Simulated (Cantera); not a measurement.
# Silicon epitaxy and polysilicon growth: SiCl4 + HCl + H2

A closed system holds: 1 mol SiCl4, 4.7 mol HCl, 38 mol H2, held at 1.30 mbar.

Equilibrium computed with Cantera from the NASA thermochemical tables; the gas is ideal and each condensed phase is pure. Candidate condensed phases: Si; 19 gas species. The tables' values for SiCl3, SiCl are old estimates; treat these amounts as uncertain. Rates play no part.

```csv
T (°C),x H2,x HCl,x SiCl4,x SiCl2
625,0.869,0.108,0.0223,7.76e-6
675,0.868,0.109,0.0218,6.25e-5
725,0.867,0.110,0.0208,0.000388
775,0.864,0.114,0.0183,0.00177
825,0.856,0.121,0.0136,0.00542
875,0.846,0.132,0.00791,0.0109
925,0.837,0.140,0.00360,0.0158
975,0.832,0.145,0.00141,0.0188
1025,0.830,0.148,0.000530,0.0204
1075,0.829,0.149,0.000204,0.0212
1125,0.828,0.149,8.21e-5,0.0216
1175,0.828,0.149,3.49e-5,0.0219
1225,0.828,0.149,1.57e-5,0.0220
1275,0.827,0.149,7.41e-6,0.0221
```
x: gas mole fraction; nothing condenses.

From 625 °C to 1275 °C nothing is condensed. The main Si-bearing gas is SiCl4 at 625 °C and SiCl2 at 1275 °C.
